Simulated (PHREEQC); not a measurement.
## Geothermal or formation water (model solution)

A made-up water analysis in mg/kgw, 80 °C, pH 6.18: Na 3990; K 2660; Ca 486; Mg 510; Cl 9840; S(6) as SO4 1650; Alkalinity as HCO3 36.3.

Cl is adjusted to close the charge balance.
Valence states are taken as typed.

Equilibrium calculation in PHREEQC: Pitzer model, pitzer.dat.

Precipitation was switched off in this run.

**Question.** Estimate the activity of water.

**Answer.** activity of water 0.991.

**Question.** In which forms is C present?

**Answer.** HCO3- 53 %, CO2 47 % of the C.

Away from 25 °C the constants follow the database's enthalpies or fits; those with neither stay at their 25 °C values.
